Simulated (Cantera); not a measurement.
# Diamond growth

A diamond (100) surface in a fixed gas of H2 with x(CH4) = 0.013, x(H) = 0.0013, x(CH3) = 0.00072, at 1325 K; coverages are run to steady state.

Model: the Harris–Goodwin 1993 mechanism for the reconstructed diamond (100) surface, integrated in Cantera.

```csv
P (Pa),growth (µm/h),θ c6HH,θ c6H*,θ c6*H,θ c6**,θ c6HM
400,0.0925,0.406,0.0496,0.509,0.0328,5.80e-5
670,0.217,0.407,0.0496,0.509,0.0325,0.000102
1100,0.464,0.407,0.0495,0.508,0.0321,0.000174
1900,1.01,0.406,0.0495,0.508,0.0317,0.000315
3100,1.93,0.406,0.0494,0.507,0.0314,0.000529
5200,3.73,0.406,0.0494,0.507,0.0311,0.000906
8600,7.01,0.406,0.0493,0.506,0.0309,0.00151
14000,13.0,0.405,0.0492,0.505,0.0308,0.00245
```
θ: site fractions in the mechanism's names (c6HH fully hydrogenated, c6H* and c6*H radical sites, c6** diradical, c6HM methylated).
